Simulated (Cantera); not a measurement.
# Thermodynamics of titanium nitride, carbide and oxide coatings, feed TiCl4 + O2

Charge: 1 mol TiCl4, 2.8 mol O2, at 470 Pa.

Method: chemical equilibrium by Gibbs-energy minimisation in Cantera with the NASA 1993 tables (ideal gas, pure condensed phases). Candidate condensed phases: Ti, TiCl2, TiCl3, TiCl4, TiO, TiO2, Ti2O3, Ti3O5, Ti4O7; 15 gas species. Condensed phases not in the tables: TiOCl. Equilibrium is a limit: real reactors are often held back by kinetics, nucleation or transport.

```csv
T (K),log p Cl,log p Cl2,log p O2,log p O,log p TiO2,log p ClO,log p TiOCl2,log p TiCl4,n TiO2(rutile),n TiO2(l)
1048,-4.42,-2.61,-2.65,-10.53,<-14,-7.01,-13.57,-8.41,1.000,0
1148,-3.88,-2.62,-2.66,-9.43,<-14,-6.57,-11.89,-7.66,1.000,0
1248,-3.44,-2.66,-2.67,-8.51,<-14,-6.22,-10.50,-7.08,1.000,0
1348,-3.09,-2.73,-2.69,-7.74,<-14,-5.95,-9.36,-6.66,1.000,0
1448,-2.83,-2.87,-2.73,-7.07,-12.77,-5.77,-8.45,-6.44,1.000,0
1548,-2.65,-3.11,-2.77,-6.50,-11.33,-5.67,-7.77,-6.47,1.000,0
1648,-2.56,-3.44,-2.80,-6.00,-10.07,-5.65,-7.29,-6.74,1.000,0
1748,-2.52,-3.82,-2.82,-5.55,-8.96,-5.66,-6.97,-7.16,1.000,0
1848,-2.50,-4.19,-2.83,-5.14,-7.97,-5.69,-6.72,-7.63,1.000,0
1948,-2.50,-4.55,-2.84,-4.77,-7.09,-5.72,-6.53,-8.09,1.000,0
2048,-2.49,-4.88,-2.84,-4.44,-6.29,-5.75,-6.36,-8.52,0.999,0
2148,-2.49,-5.18,-2.85,-4.14,-5.59,-5.79,-6.23,-8.94,0,0.996
```
log p: log10 of the partial pressure in bar; n: condensed amount in mol.

From 1048 K to 2048 K the condensed part is TiO2(rutile). At 2148 K the condensed part is TiO2(l). The main Ti-bearing gas is TiCl4 at 1048 K and TiO2 at 2148 K.
